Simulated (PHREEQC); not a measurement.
0.12 g of hydrous ferric oxide (600 m²/g; 0.2 weak and 0.005 strong sites per Fe, Dzombak-Morel constants, diffuse double layer) in 1 kg of water with 0.001 mol/kgw of an inert sodium salt, at 25 °C; the pH is set by adding NaOH or the inert anion's acid. Oxygen alone is held at its pressure in air (log pO2 = -0.68). CO2 from the air is kept out. Precipitation was switched off in this run.

Equilibrium calculation in PHREEQC: ion-association model, wateq4f.dat.

Q: Predict surface charge σ (C/m²), surface potential ψ (mV) at pH = 4.5, 5, 6, 8.5.

A: 
| pH | surface charge σ (C/m²) | surface potential ψ (mV) |
|---|---|---|
| 4.5 | 0.078 | 191 |
| 5 | 0.051 | 169 |
| 6 | 0.019 | 119 |
| 8.5 | -0.002 | -23 |

Complexes and solids missing from the database can't appear.
